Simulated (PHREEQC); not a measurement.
Consider water at 25 °C with 0.2 mol HBr and 0.12 mol AlCl3 per kg of water. Closed to the air; pH follows from the charge balance.

All values are PHREEQC results (ion-association model, phreeqc.dat), not measurements.

Precipitation was switched off in this run.

Estimate the pH, activity of water, density.

pH 0.83; activity of water 0.985; density 1.022 g/cm³.

The ionic strength is past about 0.7 mol/kgw, beyond the range of this activity model, so the values are rough.
